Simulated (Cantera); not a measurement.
A closed system holds: 1 mol Cu, a varied amount of HF, at 2.70 Pa.

Cantera equilibrium calculation (NASA polynomials, part measured and part estimated; ideal gas, pure solids and liquids). Candidate condensed phases: Cu, CuF₂; 15 gas species. The numbers say what is thermodynamically allowed, not how fast it happens.

What condenses at these points (T in °C, n(HF) in mol): (1225, 13); (525, 19); (1025, 2.3); (1125, 2.3); (1225, 1.7)?


```json
[
 {"T (°C)": "1225", "n(HF) in mol": "13", "condensed phases": "gas only", "Cu condensed (%)": "0.0"},
 {"T (°C)": "525", "n(HF) in mol": "19", "condensed phases": "Cu", "Cu condensed (%)": "100.0"},
 {"T (°C)": "1025", "n(HF) in mol": "2.3", "condensed phases": "Cu", "Cu condensed (%)": "98.0"},
 {"T (°C)": "1125", "n(HF) in mol": "2.3", "condensed phases": "Cu", "Cu condensed (%)": "86.2"},
 {"T (°C)": "1225", "n(HF) in mol": "1.7", "condensed phases": "Cu", "Cu condensed (%)": "23.8"}
]
```
